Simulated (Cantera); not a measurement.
Input (Python, Cantera):

```python
import numpy as np
import cantera as ct

gas = ct.Solution("gri30.yaml")
gas.TPX = 1100, 500000, {'CH4': 1, 'C2H6': 0.16, 'C3H8': 0.85, 'O2': 7.48, 'N2': 28.1, 'H2O': 6}
reactor = ct.IdealGasReactor(gas, energy="on", clone=False)
net = ct.ReactorNet([reactor])
net.rtol, net.atol = 1e-08, 1e-16
show = ['CH4', 'C2H6', 'C3H8', 'H2O', 'O2']
times = np.geomspace(2e-06, 1, 11)

steps = ct.SolutionArray(gas, extra=["t"])
rows = []
print(f"{'t/s':>10s}{'T/K':>9s}{'P/Pa':>11s}" + "".join(f"{s:>11s}" for s in show))
for t in times:
    while net.time < t:
        t_next = net.step()
        steps.append(gas.state, t=t_next)
    rows.append([np.interp(t, steps.t, y) for y in (steps.T, steps.P, *steps(*show).X.T)])
    print(f"{t:10.3e}{rows[-1][0]:9.1f}{rows[-1][1]:11.4g}" + "".join(f"{x:11.3e}" for x in rows[-1][2:]))
rate = np.gradient(steps.T, steps.t)
print("integrator steps:", len(steps.t))
if steps.T.max() > steps.T[0] + 200:
    print(f"time of steepest temperature rise: {steps.t[rate.argmax()]:.4e} s")
gas.TPX = 1100, 500000, {'CH4': 1, 'C2H6': 0.16, 'C3H8': 0.85, 'O2': 7.48, 'N2': 28.1, 'H2O': 6}
gas.equilibrate("UV")
print(f"equilibrium (UV): T = {gas.T:.1f} K  " + "  ".join(f"{s} {gas[s].X[0]:.3e}" for s in show))
```

Result:

```
       t/s      T/K       P/Pa        CH4       C2H6       C3H8        H2O         O2
 2.000e-06   1100.0      5e+05  2.294e-02  3.671e-03  1.950e-02  1.376e-01  1.716e-01
 7.429e-06   1100.0      5e+05  2.294e-02  3.671e-03  1.950e-02  1.376e-01  1.716e-01
 2.759e-05   1100.0      5e+05  2.294e-02  3.671e-03  1.950e-02  1.376e-01  1.716e-01
 1.025e-04   1100.0      5e+05  2.294e-02  3.670e-03  1.950e-02  1.376e-01  1.716e-01
 3.807e-04   1100.0      5e+05  2.294e-02  3.669e-03  1.949e-02  1.376e-01  1.716e-01
 1.414e-03   1100.3  5.002e+05  2.297e-02  3.657e-03  1.937e-02  1.377e-01  1.715e-01
 5.253e-03   1104.5  5.027e+05  2.306e-02  3.580e-03  1.833e-02  1.384e-01  1.705e-01
 1.951e-02   2699.4  1.273e+06  5.411e-15  1.827e-28  1.529e-41  2.486e-01  1.836e-02
 7.248e-02   2699.4  1.273e+06  5.411e-15  1.827e-28  1.529e-41  2.486e-01  1.836e-02
 2.692e-01   2699.4  1.273e+06  5.411e-15  1.827e-28  1.529e-41  2.486e-01  1.836e-02
 1.000e+00   2699.4  1.273e+06  5.411e-15  1.827e-28  1.529e-41  2.486e-01  1.836e-02
integrator steps: 2403
time of steepest temperature rise: 8.4034e-03 s
equilibrium (UV): T = 2699.4 K  CH4 6.843e-15  C2H6 2.597e-28  C3H8 2.210e-41  H2O 2.486e-01  O2 1.836e-02
```

Cantera simulation using GRI-Mech 3.0 (53 species, 325 reactions); the numbers are that mechanism's predictions, not measurements. GRI-Mech 3.0 was tuned for natural gas; its chemistry of propane as a main component is partial and can be far from experiment.
